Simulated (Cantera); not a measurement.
**Adiabatic ignition**

An adiabatic, constant-volume homogeneous reactor starts with 33.4 % H₂, 13.9 % O₂, 52.4 % N₂, 0.367 % NO, at 1375 K and 1.01 bar.

Detailed kinetics in Cantera: GRI-Mech 3.0 (53 species, 325 reactions). The mechanism lacks 2 NO + O2 → 2 NO2 and HONO, so NO2 and the effect of NO are under-described below about 1400 K.

| t (s) | T (K) | P (bar) | x H₂ | x O₂ | x NO | x H₂O₂ | x H₂O | x H | x N₂O |
|---|---|---|---|---|---|---|---|---|---|
| 1.00e-6 | 1375 | 1.01 | 0.334 | 0.139 | 0.00367 | 2.22e-10 | 2.29e-8 | 7.33e-8 | 5.24e-11 |
| 4.13e-6 | 1375 | 1.01 | 0.334 | 0.139 | 0.00367 | 3.68e-9 | 1.32e-6 | 1.34e-6 | 1.23e-9 |
| 1.71e-5 | 1411 | 1.04 | 0.303 | 0.126 | 0.00367 | 9.29e-7 | 0.0218 | 0.0174 | 6.93e-7 |
| 7.06e-5 | 2956 | 1.98 | 0.0868 | 0.00935 | 0.00452 | 5.18e-7 | 0.246 | 0.0358 | 3.99e-7 |
| 0.000292 | 2997 | 2.00 | 0.0869 | 0.00820 | 0.00703 | 5.51e-7 | 0.250 | 0.0328 | 5.21e-7 |
| 0.00120 | 2995 | 2.00 | 0.0873 | 0.00803 | 0.00796 | 5.43e-7 | 0.249 | 0.0327 | 5.45e-7 |
| 0.00498 | 2995 | 2.00 | 0.0873 | 0.00802 | 0.00796 | 5.43e-7 | 0.249 | 0.0327 | 5.45e-7 |
| 0.0206 | 2995 | 2.00 | 0.0873 | 0.00802 | 0.00796 | 5.43e-7 | 0.249 | 0.0327 | 5.45e-7 |
| 0.0850 | 2995 | 2.00 | 0.0873 | 0.00802 | 0.00796 | 5.43e-7 | 0.249 | 0.0327 | 5.45e-7 |
| 0.351 | 2995 | 2.00 | 0.0873 | 0.00802 | 0.00796 | 5.43e-7 | 0.249 | 0.0327 | 5.45e-7 |
| 1.45 | 2995 | 2.00 | 0.0873 | 0.00802 | 0.00796 | 5.43e-7 | 0.249 | 0.0327 | 5.45e-7 |
| 6.00 | 2995 | 2.00 | 0.0873 | 0.00802 | 0.00796 | 5.43e-7 | 0.249 | 0.0327 | 5.45e-7 |
x: mole fraction; the columns are a selection and need not sum to one.

- time of steepest temperature rise: 19.9 µs
- temperature at 6.00 s: 2995 K
- equilibrium temperature: 2995 K
- x(H₂) at 6.00 s: 0.0873 (gas-phase equilibrium 0.0873)
- x(O₂) at 6.00 s: 0.00802 (gas-phase equilibrium 0.00802)
- x(NO) at 6.00 s: 0.00796 (gas-phase equilibrium 0.00796)
